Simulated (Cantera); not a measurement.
Input: 1 mol Fe2O3, 1.8 mol CO, a varied amount of C, at 2523 K and 75.0 Torr.

Cantera equilibrium calculation (NASA polynomials, part measured and part estimated; ideal gas, pure solids and liquids). Candidate condensed phases: C, Fe, Fe(CO)5, FeO, Fe2O3, Fe3O4; 15 gas species. The tables' stoichiometric FeO is somewhat more stable than real wüstite, so its field is too wide. FeO: taken at fixed stoichiometry. Kinetics and transport are ignored.

Task: What share of the Fe ends up in condensed phases as a function of n(C) (mol), at 0.45, 0.68, 0.9, 1.1, 1.3, 1.6, 1.8, 2, 2.2, 2.5, 2.7, 2.9?

Result: 
```csv
n(C) (mol),Fe condensed (%),as
0.45,91.0,FeO(l)
0.68,85.6,FeO(l)
0.9,78.6,FeO(l)
1.1,70.9,FeO(l)
1.3,62.4,FeO(l)
1.6,48.5,FeO(l)
1.8,38.8,FeO(l)
2,28.9,FeO(l)
2.2,18.7,FeO(l)
2.5,3.4,FeO(l)
2.7,0.0,-
2.9,0.0,-
```
